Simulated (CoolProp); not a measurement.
Saturation properties of C3F8 (R218) (Tc = 71.9 °C, pc = 2640 kPa, ω = 0.317).

Model: reference Helmholtz-energy equation of state, Lemmon 2006, in CoolProp. It is a short technical equation, of lower accuracy than the large ones.

```
T (°C)  p (kPa)  liquid density (kg/m³)  vapour density (kg/m³)  liquid cp (kJ/(kg K))
------  -------  ----------------------  ----------------------  ---------------------
-78.75    9.211                    1766                   1.083                 0.8909
-76.65    10.70                    1759                   1.245                 0.8947
-74.45    12.46                    1751                   1.436                 0.8988
-72.35    14.36                    1744                   1.640                 0.9027
-70.15    16.59                    1736                   1.878                 0.9068
-68.05    18.99                    1728                   2.130                 0.9108
-65.85    21.79                    1720                   2.423                 0.9149
-63.75    24.77                    1713                   2.731                 0.9190
-61.55    28.24                    1705                   3.087                 0.9233
-59.45    31.91                    1697                   3.461                 0.9274
-57.25    36.15                    1689                   3.890                 0.9318
-55.15    40.61                    1681                   4.338                 0.9360
-52.95    45.75                    1673                   4.850                 0.9405
-50.85    51.13                    1665                   5.382                 0.9448
```

It boils at -36.8 °C under 1 atm.
